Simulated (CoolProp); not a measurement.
Sulfur dioxide at 298.15 K and 0.0662 MPa is compressed adiabatically to 0.421 MPa with isentropic efficiency 0.6. Each further row changes one setting.

Model: reference Helmholtz-energy equation of state, Gao 2016, in CoolProp.

```csv
case,work (kJ/kg),final temperature (K),final density (kg/m³)
as stated,143,509.4,6.43
efficiency 1,85.6,431.0,7.67
efficiency 0.65,132,494.6,6.63
```
